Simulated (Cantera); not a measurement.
A Cantera script and its output.

```python
import numpy as np
import cantera as ct

gas = ct.Solution("gri30.yaml")
gas.TPX = 1125, 630000, {'CO': 0.0036, 'O2': 0.03, 'H2O': 0.00011, 'N2': 1}
inlet = ct.Reservoir(gas, clone=True)

reactor = ct.IdealGasConstPressureReactor(gas, energy="off", clone=False)
exhaust = ct.Reservoir(gas, clone=True)
tau = [4.2, 1.6, 0.59, 0.22, 0.082, 0.03, 0.011, 0.0042, 0.0016, 0.00058][0]
for a, b in ((inlet, reactor), (reactor, exhaust)):
    ct.MassFlowController(a, b, mdot=lambda t: reactor.mass / tau)
net = ct.ReactorNet([reactor])
show = ['CO', 'O2', 'H2O', 'H', 'OH', 'NO', 'H2']

rows = []
print(f"{'tau/s':>10s}{'T/K':>9s}" + "".join(f"{s:>11s}" for s in show))
for tau in [4.2, 1.6, 0.59, 0.22, 0.082, 0.03, 0.011, 0.0042, 0.0016, 0.00058]:
    net.initial_time = 0.0
    net.advance(30 * tau)
    before = gas.X
    net.advance(40 * tau)
    drift = np.max(np.abs(gas.X - before) / (gas.X + 1e-9))
    rows.append([gas.T, *gas[show].X, drift])
    print(f"{tau:10.3e}{gas.T:9.1f}" + "".join(f"{x:11.3e}" for x in gas[show].X))
```

Result:

```
     tau/s      T/K         CO         O2        H2O          H         OH         NO         H2
 4.200e+00   1125.0  1.291e-03  2.795e-02  1.063e-04  5.197e-10  1.569e-08  4.005e-08  7.058e-08
 1.600e+00   1125.0  2.066e-03  2.833e-02  1.062e-04  7.984e-10  1.575e-08  1.389e-08  1.052e-07
 5.900e-01   1125.0  2.772e-03  2.868e-02  1.061e-04  1.021e-09  1.544e-08  3.120e-09  1.182e-07
 2.200e-01   1125.0  3.191e-03  2.888e-02  1.061e-04  1.083e-09  1.441e-08  5.210e-10  9.210e-08
 8.200e-02   1125.0  3.385e-03  2.897e-02  1.062e-04  9.465e-10  1.193e-08  6.779e-11  4.315e-08
 3.000e-02   1125.0  3.463e-03  2.901e-02  1.063e-04  5.024e-10  6.164e-09  4.851e-12  6.712e-09
 1.100e-02   1125.0  3.482e-03  2.902e-02  1.064e-04  5.029e-11  6.094e-10  4.480e-14  6.381e-11
 4.200e-03   1125.0  3.482e-03  2.902e-02  1.064e-04  1.097e-11  1.340e-10  2.662e-15  3.652e-12
 1.600e-03   1125.0  3.483e-03  2.902e-02  1.064e-04  3.522e-12  4.375e-11  3.742e-16  4.091e-13
 5.800e-04   1125.0  3.483e-03  2.902e-02  1.064e-04  1.174e-12  1.491e-11  6.102e-17  4.822e-14
```

Detailed kinetics in Cantera: GRI-Mech 3.0 (53 species, 325 reactions).
